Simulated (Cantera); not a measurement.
Feed: 1 mol trisilylamine, 0.56 mol NH3, at 1523 K and 0.350 bar.

Cantera equilibrium calculation (NASA polynomials, part measured and part estimated; ideal gas, pure solids and liquids). Candidate condensed phases: Si, Si3N4; 18 gas species. The feed counts by its element totals alone. Mutual solubility and eutectic melting of coexisting phases are not modelled. Rates play no part.

Task: What is the equilibrium state?

Result: 
```json
{
 "x(H2)": "1.000",
 "x(N2)": "0.000211",
 "x(H)": "3.91e-5",
 "x(SiH2)": "2.00e-6",
 "n(Si(s))": "1.83 mol",
 "n(Si3N4(s))": "0.389 mol",
 "gas_amount": "5.341 mol"
}
```
